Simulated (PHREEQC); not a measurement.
Dissolve 1.8 mmol/kgw ZnBr2 at 25 °C. Closed to the air; pH follows from the charge balance.

Equilibrium calculation in PHREEQC: ion-association model, phreeqc.dat.

Task: The ionic strength comes out as 0.00540 mol/kgw. What activity coefficients do ZnBr+, ZnOH+, Zn+2, Br-, H+ get?

Result: ZnBr+ 0.92, ZnOH+ 0.92, Zn+2 0.73, Br- 0.92, H+ 0.93.

Precipitation was switched off in this run. Complexes and solids missing from the database can't appear.
